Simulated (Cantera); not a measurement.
Adiabatic ignition

An adiabatic, constant-pressure homogeneous reactor starts with 10.4 % CH4, 18.8 % O2, 70.8 % N2, at 1450 K and 100000 Pa.

Cantera simulation using GRI-Mech 3.0 (53 species, 325 reactions); the numbers are that mechanism's predictions, not measurements.

| t (s) | T (K) | x CH4 | x O2 | x CH2 | x C2H | x H2O2 | x NO |
|---|---|---|---|---|---|---|---|
| 1.00e-6 | 1450 | 0.104 | 0.188 | <1e-12 | <1e-12 | 1.04e-10 | <1e-12 |
| 2.90e-6 | 1450 | 0.104 | 0.188 | <1e-12 | <1e-12 | 8.19e-10 | <1e-12 |
| 8.42e-6 | 1450 | 0.104 | 0.188 | <1e-12 | <1e-12 | 5.73e-9 | <1e-12 |
| 2.44e-5 | 1450 | 0.104 | 0.188 | <1e-12 | <1e-12 | 3.06e-8 | <1e-12 |
| 7.09e-5 | 1450 | 0.104 | 0.188 | 1.91e-12 | <1e-12 | 1.06e-7 | <1e-12 |
| 0.000206 | 1450 | 0.103 | 0.188 | 3.73e-11 | <1e-12 | 2.08e-7 | <1e-12 |
| 0.000597 | 1451 | 0.103 | 0.188 | 5.49e-10 | <1e-12 | 3.57e-7 | <1e-12 |
| 0.00173 | 1488 | 0.0947 | 0.182 | 2.59e-8 | 7.05e-12 | 5.33e-6 | 9.15e-12 |
| 0.00503 | 2735 | <1e-12 | 0.0123 | <1e-12 | <1e-12 | 1.96e-7 | 0.00621 |
| 0.0146 | 2733 | <1e-12 | 0.0119 | <1e-12 | <1e-12 | 1.93e-7 | 0.00735 |
| 0.0423 | 2733 | <1e-12 | 0.0119 | <1e-12 | <1e-12 | 1.93e-7 | 0.00735 |
| 0.123 | 2733 | <1e-12 | 0.0119 | <1e-12 | <1e-12 | 1.93e-7 | 0.00735 |
| 0.356 | 2733 | <1e-12 | 0.0119 | <1e-12 | <1e-12 | 1.93e-7 | 0.00735 |
| 1.03 | 2733 | <1e-12 | 0.0119 | <1e-12 | <1e-12 | 1.93e-7 | 0.00735 |
| 3.00 | 2733 | <1e-12 | 0.0119 | <1e-12 | <1e-12 | 1.93e-7 | 0.00735 |
x: mole fraction; the columns are a selection and need not sum to one.

- time of steepest temperature rise: 2.07 ms
- temperature at 3.00 s: 2733 K
- equilibrium temperature: 2733 K
- x(CH4) at 3.00 s: <1e-12 (gas-phase equilibrium <1e-12)
- x(O2) at 3.00 s: 0.0119 (gas-phase equilibrium 0.0119)
- x(CH2) at 3.00 s: <1e-12 (gas-phase equilibrium <1e-12)
